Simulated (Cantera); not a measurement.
Feed: 1 mol Si3N4, 2.2 mol HCl, 4.8 mol N2, at 750 K and 0.00820 bar.

Cantera equilibrium calculation (NASA polynomials, part measured and part estimated; ideal gas, pure solids and liquids). Candidate condensed phases: NH4Cl, Si, Si3N4; 28 gas species. Equilibrium is a limit: real reactors are often held back by kinetics, nucleation or transport.

Q: What is the equilibrium state?

A: 
| Property | Result |
|---|---|
| x(N2) | 0.720 |
| x(HCl) | 0.165 |
| x(H2) | 0.0767 |
| x(SiCl4) | 0.0383 |
| x(SiHCl3) | 8.07e-6 |
| n(Si3N4(s)) | 0.912 mol |
| gas amount | 6.912 mol |
| log10 activity of Si(s) (absent) | -10.04 |
